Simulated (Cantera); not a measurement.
What does this Cantera script print?

```python
import numpy as np
import cantera as ct

gas = ct.Solution("gri30.yaml")


def delay(T, t_max=10):
    gas.TPX = T, 990000, {'CH4': 1, 'O2': 1.05, 'N2': 3.96}
    reactor = ct.IdealGasConstPressureReactor(gas, clone=False)
    net = ct.ReactorNet([reactor])
    net.rtol, net.atol = 1e-8, 1e-16
    while net.time < t_max:
        t_old, T_old = net.time, reactor.T
        net.step()
        if reactor.T > T + 400:  # ignition: a rise of 400 K
            return t_old + (T + 400 - T_old) / (reactor.T - T_old) * (net.time - t_old)
    return np.nan


taus = []
for T in [1448, 1523, 1598, 1673, 1748]:
    taus.append(delay(T))
    print(f"T0 = {T:6g} K   tau = {taus[-1]:.4e} s")

# d ln(tau) / d ln(k), from doubling and halving each rate constant
T, sens = 1673, []
for i in range(gas.n_reactions):
    gas.set_multiplier(2.0, i)
    up = delay(T)
    gas.set_multiplier(0.5, i)
    down = delay(T)
    gas.set_multiplier(1.0, i)
    sens.append((np.log(up / down) / np.log(4.0), gas.reaction(i).equation))
sens.sort(key=lambda x: -abs(x[0]))
print(f"sensitivities at {T} K")
for s, eq in sens[:10]:
    print(f"{s:8.3f}  {eq}")
```

It prints:

```
T0 =   1448 K   tau = 4.2949e-04 s
T0 =   1523 K   tau = 2.0440e-04 s
T0 =   1598 K   tau = 1.0092e-04 s
T0 =   1673 K   tau = 5.1945e-05 s
T0 =   1748 K   tau = 2.8061e-05 s
sensitivities at 1673 K
  -0.395  CH3 + O2 <=> CH3O + O
   0.290  2 CH3 (+M) <=> C2H6 (+M)
  -0.277  H + O2 <=> O + OH
   0.199  CH4 + H <=> CH3 + H2
  -0.163  CH3 + HO2 <=> CH3O + OH
  -0.162  CH3 + O2 <=> CH2O + OH
  -0.132  CH3O + O2 <=> CH2O + HO2
  -0.115  CH2O + O2 <=> HCO + HO2
   0.114  CH2O + H (+M) <=> CH3O (+M)
  -0.101  2 CH3 <=> C2H5 + H
```

Computed with Cantera and GRI-Mech 3.0 (53 species, 325 reactions).
